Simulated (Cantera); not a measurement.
**Stirred combustor or abatement burner**

A perfectly stirred reactor is fed with CH₄ : O₂ : N₂ = 1 : 1.8 : 10.9 (molar parts), at 101000 Pa; it is adiabatic with a 600 K inlet, and is followed from long to short residence time, starting on the burning branch (τ in s: 0.064, 0.028, 0.012, 0.0052, 0.0023, 0.00098, 0.00042, 0.00018, 7.9e-05).

Model: GRI-Mech 3.0 (53 species, 325 reactions), integrated in Cantera.

```csv
τ (s),T (K),x CH₄,x O₂,x C₂H₄,x CH₂CO,x H
0.064,1945,1.35e-5,0.000618,9.01e-9,1.66e-8,0.00110
0.028,1933,2.04e-5,0.00106,1.60e-8,2.22e-8,0.00154
0.012,1915,3.31e-5,0.00175,3.03e-8,3.08e-8,0.00217
0.0052,1891,5.65e-5,0.00273,6.18e-8,4.61e-8,0.00301
0.0023,1861,0.000101,0.00404,1.39e-7,7.85e-8,0.00404
0.00098,1823,0.000202,0.00592,3.88e-7,1.72e-7,0.00519
0.00042,1776,0.000460,0.00886,1.48e-6,5.41e-7,0.00596
0.00018,600,0.0730,0.131,<1e-12,<1e-12,<1e-12
7.9e-5,600,0.0730,0.131,<1e-12,<1e-12,<1e-12
```
x: mole fraction; the columns are a selection and need not sum to one.
